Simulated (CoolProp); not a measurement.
1-butene along the isotherm 251.85 °C: fugacity coefficient from the reference equation and from simpler models built on Tc = 146.1 °C, pc = 40.06 bar, ω = 0.192; each cubic takes its own stable root.

Model: reference Helmholtz-energy equation of state, Lemmon 2005, in CoolProp. It is a short technical equation, of lower accuracy than the large ones.

| p (bar) | phase | reference | van der Waals | Peng-Robinson |
|---|---|---|---|---|
| 7.51 | gas | 0.9694 | 0.9684 | 0.9658 |
| 15 | gas | 0.9395 | 0.9373 | 0.9330 |
| 22.5 | gas | 0.9103 | 0.9064 | 0.9012 |
| 30 | gas | 0.8818 | 0.8758 | 0.8707 |
| 37.6 | gas | 0.8536 | 0.8452 | 0.8410 |
| 45.1 | supercritical | 0.8265 | 0.8152 | 0.8129 |
| 52.6 | supercritical | 0.8003 | 0.7855 | 0.7860 |
| 60.1 | supercritical | 0.7749 | 0.7563 | 0.7604 |
